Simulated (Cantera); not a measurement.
Feed: 1 mol SiC, 0.0041 mol H2O, 300 mol N2, equilibrated at 7.50 Torr.

These are equilibrium values from Cantera (NASA tables, ideal gas, pure condensed phases), not measurements of a reactor. Candidate condensed phases: C, C6H6, C7H8, C8H18, H2O, Si, SiC, SiO2, Si2N2O, Si3N4; 151 gas species. The tables' values for SiN are old estimates; treat these amounts as uncertain. Rates play no part. All values below are at 2048 K.

Base state: N2 0.999, Si 0.000493, SiC2 2.54e-5, Si2C 1.65e-5, H 1.44e-5, CO 1.35e-5, SiN 1.15e-5, HCN 1.14e-5 (mole fractions); condensed: C(graphite) + SiC(s).

What changes in the equilibrium state with this change: SiC replaced by Si3N4?


| species | before | after |
|---|---|---|
| N2 | 0.999 | 0.992 |
| Si | 0.000493 | 0.00756 |
| Si2N | 9.40e-7 | 0.000220 |
| SiC2 | 2.54e-5 | 0 |
| Si2C | 1.65e-5 | 0 |
| CO | 1.35e-5 | 0 |
| HCN | 1.14e-5 | 0 |
| C(graphite), mol | 0.137 | 0 |
| SiC(s), mol | 0.830 | 0 |
| Si(l), mol | 0 | 0.438 |
